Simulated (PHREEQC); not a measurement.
Dissolve 20 mmol/kgw Cu(NO3)2, 19 mmol/kgw HNO3 and 0.81 mmol/kgw FeCl3 at 20 °C. Closed to the air; pH follows from the charge balance.

Computed with PHREEQC (ion-association model, phreeqc.dat).

Precipitation was switched off in this run.

### Question
What pH does the model give?

### Answer
pH 1.80.

### Question
In which forms is Fe present?

### Answer
Fe+3 85 %, FeOH+2 12 %, FeCl+2 2.0 %, Fe2(OH)2+4 0.5 % of the Fe.

The solution is supersaturated, for example in Hematite (slow to form), Goethite (slow to form), so a real one may precipitate; this is no full list.
